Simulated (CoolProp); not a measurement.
A single-stage vapour-compression cycle with R115: evaporating at 265.15 K (dew point), condensing at 328.15 K (bubble point), superheat 5 K, subcooling 2 K, compressor efficiency 0.7, no pressure losses. Each further row changes one setting.

Model: reference Helmholtz-energy equation of state, Lemmon 2016, in CoolProp.

```tsv
case	cooling COP	pressure ratio	discharge temperature (K)	refrigerating effect (kJ/kg)	volumetric capacity (kJ/m³)
as stated	1.58	5.44	334.0	48.3	1250
evaporating temperature 270.15 K	?	4.62	333.8	51.1	1550
condensing temperature 323.15 K	1.90	4.87	?	?	1410
subcooling 7 K	?	5.44	334.0	?	1410
superheat 15 K	?	5.44	?	?	1370
compressor efficiency 0.6	1.36	5.44	338.9	48.3	1250
```

Q: Complete the blanks.

A: 
- evaporating temperature 270.15 K, cooling COP: 1.85
- condensing temperature 323.15 K, discharge temperature (K): 329.0
- condensing temperature 323.15 K, refrigerating effect (kJ/kg): 54.6
- subcooling 7 K, cooling COP: 1.79
- subcooling 7 K, refrigerating effect (kJ/kg): 54.7
- superheat 15 K, cooling COP: 1.70
- superheat 15 K, discharge temperature (K): 343.2
- superheat 15 K, refrigerating effect (kJ/kg): 55.6
